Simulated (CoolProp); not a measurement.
Vapour-liquid equilibrium of R134a (1) + R236FA (2) at 36.55 °C; x and y are mole fractions of (1).

The numbers come from the multi-fluid Helmholtz-energy mixture model, Tillner-Roth 1994 and Pan 2012; pair parameters Bell 2016 in CoolProp.

| x | bubble pressure, mixture model (MPa) | bubble pressure, Raoult's law (MPa) | y, mixture model | y, Raoult's law |
|---|---|---|---|---|
| 0.05 | 0.4175 | 0.4201 | 0.097 | 0.110 |
| 0.2 | 0.4907 | 0.4999 | 0.337 | 0.370 |
| 0.35 | 0.5660 | 0.5798 | 0.521 | 0.559 |
| 0.5 | 0.6439 | 0.6596 | 0.668 | 0.702 |
| 0.65 | 0.7248 | 0.7394 | 0.788 | 0.814 |
| 0.8 | 0.8088 | 0.8193 | 0.889 | 0.904 |
| 0.95 | 0.8960 | 0.8991 | 0.974 | 0.978 |

The largest gap from Raoult's law is -2.4 % in bubble pressure, at x = 0.5. No azeotrope shows between x = 0.05 and 0.95.

Pair parameters are fitted to limited data, so mixtures are less certain than the pure fluids.
